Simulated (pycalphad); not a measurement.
Source of the numbers: pycalphad with the COST 507 light-alloy database (1999); pressure 1 atm. The data set is of 1999 and partly superseded. Phase fractions are per mole of atoms.

Give the equilibrium state of Si-5.525C (wt.%) at 2075 K.

liquid, fraction 0.761, with 0.04 C wt.%; CSI, fraction 0.239, with 30.0 C wt.%.

Give the equilibrium state of Si-5.525C (wt.%) at 1625 K.

diamond (Si), fraction 0.759, with <0.01 C wt.%; CSI, fraction 0.241, with 30.0 C wt.%.

Database names, with the compositions (at.%) that they take in these runs: CSI: Si 50 C 50.
